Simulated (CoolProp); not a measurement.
Model: reference Helmholtz-energy equation of state, Span 1996, in CoolProp.

Give the vapour pressure (bar), vapour density (kg/m³), enthalpy of vaporisation (kJ/kg), liquid viscosity (µPa s) of saturated carbon dioxide at 268.6 K.


```tsv
T (K)	p (bar)	vapour density (kg/m³)	enthalpy of vaporisation (kJ/kg)	liquid viscosity (µPa s)
268.6	30.8	84.6	244	109
```

Viscosity comes from a separate model (Laesecke 2017).
